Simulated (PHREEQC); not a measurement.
**Buffer (model solution)**

Consider water at 55 °C with 0.043 mol/kgw H3PO4 and 0.0007 mol/kgw Na2SO4. It is in equilibrium with CO2 at log p = -2 (atm). Otherwise closed; pH follows from the charge balance.

Model: ion-association model, wateq4f.dat, run in PHREEQC.

Each row changes one thing in this solution. No solid was allowed to form.

```csv
case,pH,ionic strength (mol/kgw),H3PO4 (mol/kgw),H2PO4- (mol/kgw),HSO4- (mol/kgw),SO4-2 (mol/kgw),SI of Mirabilite (Na2SO4:10H2O),SI of Nahcolite (NaHCO3)
as made,1.93,0.0150,0.0293,0.0137,0.000434,0.000265,-9.78,-10.72
Na2SO4 from 0.0007 to 0.00035 mol/kgw,1.92,0.0142,0.0294,0.0136,0.000218,0.000131,-10.68,-11.03
Na2SO4 from 0.0007 to 0.00014 mol/kgw,1.92,0.0138,0.0295,0.0135,8.78e-5,5.22e-5,-11.87,-11.43
temperature from 55 to 10 °C,1.83,0.0182,0.0263,0.0167,0.000292,0.000406,-7.59,-10.12
diluted 5-fold with water,2.36,0.00504,0.00387,0.00473,5.70e-5,8.29e-5,-11.55,-10.96
temperature from 55 to 25 °C,1.87,0.0170,0.0274,0.0155,0.000333,0.000366,-8.37,-10.32
0.031 mol/kgw HNO3 added,1.50,0.0387,0.0363,0.00675,0.000550,0.000149,-10.19,-11.18
H3PO4 replaced by Na2HPO4 at the same molality,7.61,0.121,1.95e-8,0.00526,1.29e-9,0.000600,-6.25,-3.31
diluted 2-fold with water,2.10,0.00949,0.0127,0.00881,0.000187,0.000162,-10.53,-10.83
```

Complexes and solids missing from the database can't appear. H3PO4, which wateq4f.dat lacks, is added to it with the constant of phreeqc.dat. At this temperature some constants are extrapolated from 25 °C, and those without enthalpy data are left unchanged.
